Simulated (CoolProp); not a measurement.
Cyclopentane at 298.15 K and 0.00948 MPa is throttled through a valve to 0.00565 MPa with no heat exchange. Each further row changes one setting.

Computed with CoolProp (reference Helmholtz-energy equation of state, Gedanitz 2015).

| case | temperature change (K) | final density (kg/m³) |
|---|---|---|
| as stated | -0.2 | 0.160 |
| outlet pressure 0.00169 MPa | -0.3 | 0.0479 |
| outlet pressure 0.00734 MPa | -0.1 | 0.208 |
